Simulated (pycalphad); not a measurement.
# Freezing of Al-Si alloys with rising Si

CALPHAD calculation (pycalphad, COST 507 light-alloy database (1999)), 1 atm. The data set is of 1999 and partly superseded. Phase fractions are per mole of atoms.

Scheil-Gulliver runs (no diffusion in the solid, steps of 4 K) beside full equilibrium.

```tsv
alloy	liquidus (°C)	Scheil, half solid (°C)	Scheil, 80 % solid (°C)	Scheil, invariant end (°C)	liquid left at that end	equilibrium solidus (°C)
Al-32.7Si (at.%)	866	at the invariant end	at the invariant end	577	0.77	577
Al-49.05Si (at.%)	1053	at the invariant end	at the invariant end	577	0.58	577
Al-65.4Si (at.%)	1204	842	at the invariant end	577	0.39	577
```
